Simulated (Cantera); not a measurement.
Feed: 1 mol C3H6, 0.59 mol CO2, at 0.00133 bar.

Cantera equilibrium calculation (NASA polynomials, part measured and part estimated; ideal gas, pure solids and liquids). Candidate condensed phases: C, C6H6, C7H8, C8H18, H2O; 110 gas species. Rates play no part.

### Question
What share of the C ends up in condensed phases as a function of T (K), at 525, 725, 925, 1125, 1325, 1525, 1725, 1925, 2125, 2325, 2525, 2725, 2925?

### Answer
```json
[
 {"T (K)": "525", "C condensed (%)": "81.2", "as": "C(graphite)"},
 {"T (K)": "725", "C condensed (%)": "75.9", "as": "C(graphite)"},
 {"T (K)": "925", "C condensed (%)": "67.2", "as": "C(graphite)"},
 {"T (K)": "1125", "C condensed (%)": "67.1", "as": "C(graphite)"},
 {"T (K)": "1325", "C condensed (%)": "67.1", "as": "C(graphite)"},
 {"T (K)": "1525", "C condensed (%)": "67.1", "as": "C(graphite)"},
 {"T (K)": "1725", "C condensed (%)": "67.1", "as": "C(graphite)"},
 {"T (K)": "1925", "C condensed (%)": "67.1", "as": "C(graphite)"},
 {"T (K)": "2125", "C condensed (%)": "66.9", "as": "C(graphite)"},
 {"T (K)": "2325", "C condensed (%)": "66.4", "as": "C(graphite)"},
 {"T (K)": "2525", "C condensed (%)": "65.5", "as": "C(graphite)"},
 {"T (K)": "2725", "C condensed (%)": "59.5", "as": "C(graphite)"},
 {"T (K)": "2925", "C condensed (%)": "0.0", "as": "-"}
]
```
